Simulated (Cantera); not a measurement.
Thermodynamics of fluorocarbon and chlorocarbon gases, feed CHF3 + H2

Input: 1 mol CHF3, 1.1 mol H2, held at 3.20 Pa.

Equilibrium computed with Cantera from the NASA thermochemical tables; the gas is ideal and each condensed phase is pure. Candidate condensed phases: C, C6H6, C7H8, C8H18; 95 gas species. The numbers say what is thermodynamically allowed, not how fast it happens.

```csv
T (K),log p HF,log p H,log p F,log p H2,n C(graphite)
1098,-4.51,-10.60,-15.40,-5.99,1.00
1198,-4.51,-9.71,-13.98,-5.99,1.00
1298,-4.51,-8.96,-12.78,-5.99,1.00
1398,-4.51,-8.32,-11.74,-5.99,1.00
1498,-4.51,-7.76,-10.85,-5.99,1.000
1598,-4.51,-7.27,-10.06,-6.00,1.000
1698,-4.51,-6.85,-9.35,-6.02,1.000
1798,-4.51,-6.49,-8.72,-6.06,1.000
1898,-4.51,-6.18,-8.12,-6.16,1.000
1998,-4.52,-5.96,-7.54,-6.32,1.000
2098,-4.52,-5.80,-6.97,-6.58,1.000
2198,-4.53,-5.68,-6.43,-6.85,0.999
2298,-4.55,-5.55,-5.97,-7.06,0.992
```
log p: log10 of the partial pressure in bar; n: condensed amount in mol.

From 1098 K to 2298 K the condensed part is C(graphite).
